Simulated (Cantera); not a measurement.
Cantera with NASA thermochemical tables; ideal gases at 1 bar, condensed phases pure. Values are per mole of reaction as written; species without (g) are pure solids or liquids, kept so even where they would boil at 1 bar.

3 V2O5 = O3(g) + 6 VO2(g), with ΔH° = 3397.7 kJ and ΔS° = 1438.3 J/K at 300 K.

**Question.** How far is the shortcut ΔG° ≈ ΔH°(300 K) − T·ΔS°(300 K) from the full temperature-dependent value at 650, 700, 750, 800, 850, 900, 950 K?

**Answer.** 
```
T (K)  shortcut (kJ)  full (kJ)  difference (kJ)  difference in log10 K  condensed phases
-----  -------------  ---------  ---------------  ---------------------  ----------------
650           2462.7     2480.7            -17.9                   1.44           V2O5(s)
700           2390.8     2413.8            -23.0                   1.72           V2O5(s)
750           2318.9     2347.6            -28.7                   2.00           V2O5(s)
800           2247.0     2281.8            -34.8                   2.27           V2O5(s)
850           2175.1     2216.4            -41.4                   2.54           V2O5(s)
900           2103.1     2151.6            -48.4                   2.81           V2O5(s)
950           2031.2     2088.5            -57.3                   3.15           V2O5(l)
```
The shortcut ignores heat capacities and the phase changes listed.
